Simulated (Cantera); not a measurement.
What does this Cantera script print?

```python
import numpy as np
import cantera as ct

gas = ct.Solution("SiF4_NH3_mec.yaml", "gas")
gas.TPX = 2173, 17000, {'NH3': 1, 'H2': 10}
reactor = ct.IdealGasConstPressureReactor(gas, energy="off", clone=False)
net = ct.ReactorNet([reactor])
net.rtol, net.atol = 1e-08, 1e-18
show = ['NH3', 'H2', 'N2', 'N2H4', 'NH', 'H', 'NH2']
times = np.geomspace(0.0001, 200, 14)

steps = ct.SolutionArray(gas, extra=["t"])
rows = []
print(f"{'t/s':>10s}{'T/K':>9s}{'P/Pa':>11s}" + "".join(f"{s:>11s}" for s in show))
for t in times:
    while net.time < t:
        t_next = net.step()
        steps.append(gas.state, t=t_next)
    rows.append([np.interp(t, steps.t, y) for y in (steps.T, steps.P, *steps(*show).X.T)])
    print(f"{t:10.3e}{rows[-1][0]:9.1f}{rows[-1][1]:11.4g}" + "".join(f"{x:11.3e}" for x in rows[-1][2:]))
rate = np.gradient(steps.T, steps.t)
print("integrator steps:", len(steps.t))
if steps.T.max() > steps.T[0] + 200:
    print(f"time of steepest temperature rise: {steps.t[rate.argmax()]:.4e} s")
gas.TPX = 2173, 17000, {'NH3': 1, 'H2': 10}
gas.equilibrate("TP")
print(f"equilibrium (TP): T = {gas.T:.1f} K  " + "  ".join(f"{s} {gas[s].X[0]:.3e}" for s in show))
```

Output:

```
       t/s      T/K       P/Pa        NH3         H2         N2       N2H4         NH          H        NH2
 1.000e-04   2173.0    1.7e+04  9.085e-02  9.089e-01  1.895e-08  5.016e-11  2.092e-07  1.559e-04  4.814e-05
 3.053e-04   2173.0    1.7e+04  9.073e-02  9.086e-01  1.755e-06  4.552e-10  1.921e-06  4.716e-04  1.449e-04
 9.319e-04   2173.0    1.7e+04  9.020e-02  9.080e-01  1.006e-04  3.288e-09  1.386e-05  1.277e-03  3.895e-04
 2.845e-03   2173.0    1.7e+04  8.675e-02  9.093e-01  1.594e-03  6.078e-09  2.648e-05  1.810e-03  5.296e-04
 8.685e-03   2173.0    1.7e+04  7.575e-02  9.152e-01  6.656e-03  5.123e-09  2.563e-05  1.915e-03  4.863e-04
 2.651e-02   2173.0    1.7e+04  5.008e-02  9.288e-01  1.847e-02  2.988e-09  2.276e-05  2.245e-03  3.714e-04
 8.094e-02   2173.0    1.7e+04  1.296e-02  9.476e-01  3.556e-02  5.351e-10  1.595e-05  3.749e-03  1.573e-04
 2.471e-01   2173.0    1.7e+04  1.511e-04  9.473e-01  4.136e-02  6.434e-13  1.674e-06  1.119e-02  5.477e-06
 7.543e-01   2173.0    1.7e+04  1.894e-05  9.471e-01  4.142e-02  1.063e-14  2.207e-07  1.146e-02  7.041e-07
 2.303e+00   2173.0    1.7e+04  5.149e-06  9.471e-01  4.143e-02  7.860e-16  6.003e-08  1.146e-02  1.914e-07
 7.030e+00   2173.0    1.7e+04  1.642e-06  9.471e-01  4.143e-02  7.999e-17  1.914e-08  1.147e-02  6.104e-08
 2.146e+01   2173.0    1.7e+04  6.608e-07  9.471e-01  4.143e-02  1.303e-17  7.704e-09  1.147e-02  2.457e-08
 6.551e+01   2173.0    1.7e+04  4.945e-07  9.471e-01  4.143e-02  7.338e-18  5.765e-09  1.147e-02  1.839e-08
 2.000e+02   2173.0    1.7e+04  4.918e-07  9.471e-01  4.143e-02  7.259e-18  5.733e-09  1.147e-02  1.828e-08
integrator steps: 1462
equilibrium (TP): T = 2173.0 K  NH3 4.918e-07  H2 9.471e-01  N2 4.143e-02  N2H4 7.259e-18  NH 5.733e-09  H 1.147e-02  NH2 1.828e-08
```

Computed with Cantera and the gas-phase N/H chemistry of the illustrative SiF4/NH3 mechanism in the Surface Chemkin manual (1991). Walls and surfaces, which speed up NH3 decomposition in real reactors, are not modelled.
